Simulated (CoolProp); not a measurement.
Saturation properties of dimethyl carbonate (Tc = 283.9 °C, pc = 4.909 MPa, ω = 0.346).

Computed with CoolProp (reference Helmholtz-energy equation of state, Zhou 2011).

```
T (°C)   p (MPa)  liquid density (kg/m³)  vapour density (kg/m³)  enthalpy of vaporisation (kJ/kg)  surface tension (mN/m)
------  --------  ----------------------  ----------------------  --------------------------------  ----------------------
10.95   0.003383                    1082                  0.1293                             428.6                    30.6
26.55   0.007863                    1061                  0.2854                             418.2                    28.2
42.25    0.01661                    1040                  0.5748                             407.8                    25.8
57.85    0.03210                    1019                   1.064                             397.5                    23.5
73.55    0.05800                   997.4                   1.848                             387.0                    21.3
89.15    0.09828                   975.4                   3.025                             376.3                    19.1
104.85    0.1586                   952.6                   4.737                             365.2                    17.0
120.45    0.2442                   929.4                   7.113                             353.6                    15.0
136.15    0.3627                   905.1                   10.36                             341.4                    13.0
151.75    0.5201                   880.1                   14.65                             328.4                    11.2
167.45    0.7263                   853.6                   20.32                             314.3                    9.36
183.05    0.9876                   825.8                   27.64                             299.1                    7.67
198.75     1.317                   795.9                   37.20                             282.1                    6.06
```

It boils at 90.1 °C under 1 atm.

Surface tension comes from a separate correlation (Mulero 2014).
